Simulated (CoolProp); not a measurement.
Vapour-liquid equilibrium of ethanol (1) + cyclohexane (2) at 901 kPa; x and y are mole fractions of (1).

The numbers come from the multi-fluid Helmholtz-energy mixture model, Schroeder 2014 and Zhou 2014; pair parameters Bell 2016 in CoolProp.

Problem. Give the bubble temperature and the first vapour's composition at x = 0.35, 0.65, 0.95. Is there an azeotrope?

Solution. x = 0.35: 417.6 K, y = 0.541; x = 0.65: 415.0 K, y = 0.659; x = 0.95: 418.3 K, y = 0.921. y crosses x between x = 0.65 and 0.8: the model has an azeotrope there.

Pair parameters are fitted to limited data, so mixtures are less certain than the pure fluids.
